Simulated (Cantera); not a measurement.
Input: 1 mol Si, a varied amount of HCl, 1.7 mol N₂, at 1398.15 K and 13300 Pa.

Cantera equilibrium calculation (NASA polynomials, part measured and part estimated; ideal gas, pure solids and liquids). Candidate condensed phases: NH₄Cl, Si, Si₃N₄; 28 gas species. N₂ is the only nitrogen source here; it is nearly inert below about 1500 K, so the nitride shown seldom forms there in practice. Kinetics and transport are ignored.

What share of the Si ends up in condensed phases as a function of n(HCl) (mol), at 2.1, 2.6, 3.3, 4, 4.9, 6.1, 7.5, 9.2?


```
n(HCl) (mol)  Si condensed (%)        as
------------  ----------------  --------
2.1                       73.9  Si₃N₄(s)
2.6                       66.9  Si₃N₄(s)
3.3                       57.1  Si₃N₄(s)
4                         47.1  Si₃N₄(s)
4.9                       34.1  Si₃N₄(s)
6.1                       16.7  Si₃N₄(s)
7.5                        0.0         -
9.2                        0.0         -
```
